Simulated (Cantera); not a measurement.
A perfectly stirred reactor is fed with H2 : O2 : N2 = 1 : 1.06 : 4 (molar parts), at 0.770 bar; it is adiabatic with a 425 K inlet, and is followed from long to short residence time, starting on the burning branch (τ in s: 0.022, 0.0088, 0.0035, 0.0014, 0.00057, 0.00023, 9.3e-05, 3.8e-05, 1.5e-05).

Computed with Cantera and the H2/O2 subset of GRI-Mech 3.0, which has no nitrogen chemistry.

What does this change do: 0.21 parts H2O added?


```json
[
 {"quantity": "blow-out, bracketed by the residence times tried", "before": "burning at 93.0 µs, out at 38.0 µs", "after": "burning at 93.0 µs, out at 38.0 µs"},
 {"quantity": "x(H2) at τ = 22.0 ms", "before": "0.000544", "after": "0.000547"},
 {"quantity": "x(O2) at τ = 22.0 ms", "before": "0.100", "after": "0.0965"},
 {"quantity": "x(OH) at τ = 22.0 ms", "before": "0.00230", "after": "0.00202"},
 {"quantity": "x(H2O) at τ = 22.0 ms", "before": "0.178", "after": "0.208"},
 {"quantity": "x(O) at τ = 22.0 ms", "before": "0.000517", "after": "0.000401"},
 {"quantity": "x(H2) at τ = 0.570 ms", "before": "0.00534", "after": "0.00552"},
 {"quantity": "x(O2) at τ = 0.570 ms", "before": "0.0996", "after": "0.0967"},
 {"quantity": "x(OH) at τ = 0.570 ms", "before": "0.00569", "after": "0.00511"},
 {"quantity": "x(H2O) at τ = 0.570 ms", "before": "0.168", "after": "0.198"},
 {"quantity": "x(O) at τ = 0.570 ms", "before": "0.00464", "after": "0.00367"}
]
```

What does this change do: inlet temperature 425 to 575 K?


```tsv
quantity	before	after
blow-out, bracketed by the residence times tried	burning at 93.0 µs, out at 38.0 µs	burning at 38.0 µs, out at 15.0 µs
x(H2) at τ = 22.0 ms	0.000544	0.000596
x(O2) at τ = 22.0 ms	0.100	0.0998
x(OH) at τ = 22.0 ms	0.00230	0.00307
x(H2O) at τ = 22.0 ms	0.178	0.177
x(O) at τ = 22.0 ms	0.000517	0.000641
x(H2) at τ = 0.570 ms	0.00534	0.00556
x(O2) at τ = 0.570 ms	0.0996	0.0987
x(OH) at τ = 0.570 ms	0.00569	0.00748
x(H2O) at τ = 0.570 ms	0.168	0.166
x(O) at τ = 0.570 ms	0.00464	0.00573
```
